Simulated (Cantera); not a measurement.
## Pyrogenic steam for wet oxidation

An isothermal, constant-pressure homogeneous reactor starts with 49.7 % H2, 33.1 % O2, 17.2 % N2, equivalence ratio 0.75, at 800 K and 105 Torr.

Cantera simulation using the H2/O2 subset of GRI-Mech 3.0, which has no nitrogen chemistry; the numbers are that mechanism's predictions, not measurements. Radical loss at walls, strong at low pressure, is not modelled. Below about 950 K walls govern HO2 and H2O2 in real vessels. The temperature is held fixed by assumption; the heat of reaction is taken as removed at once.

```
t (s)      x H2   x O2       x O    x H2O2     x HO2      x OH
--------  -----  -----  --------  --------  --------  --------
2.00e-6   0.497  0.331    <1e-12    <1e-12    <1e-12    <1e-12
1.78e-5   0.497  0.331    <1e-12    <1e-12    <1e-12    <1e-12
0.000159  0.497  0.331    <1e-12    <1e-12  4.75e-12    <1e-12
0.00142   0.497  0.331    <1e-12    <1e-12  1.22e-10    <1e-12
0.0126    0.497  0.331  1.29e-12  2.89e-11   1.90e-9    <1e-12
0.113     0.497  0.331  7.97e-12   4.85e-9   4.61e-8  1.37e-12
1.01      0.425  0.299  2.64e-10   7.83e-5   4.05e-6  8.39e-11
8.97      0.424  0.299  9.23e-10  0.000340   7.87e-6  3.49e-10
80.0      0.381  0.279   2.51e-9   0.00137   1.44e-5   1.50e-9
```
x: mole fraction; the columns are a selection and need not sum to one.

Equilibrium at this temperature and pressure: H2 <1e-12, O2 0.110, O <1e-12, H2O2 9.52e-12, HO2 1.66e-11, OH 3.13e-9 (gas phase only).
